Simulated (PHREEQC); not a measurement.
# Polishing slurry liquid

Dissolve 59 mmol/kgw KOH, 0.00083 mmol/kgw H4SiO4 and 0.1 mmol/kgw CO2 at 25 °C. Closed to the air; pH follows from the charge balance.

Model: ion-association model, wateq4f.dat, run in PHREEQC.

Precipitation was switched off in this run.

Problem. Estimate the pH.

Solution. pH 12.67.

Problem. In which forms is Si present?

Solution. H3SiO4- 64 %, H2SiO4-2 36 % of the Si.
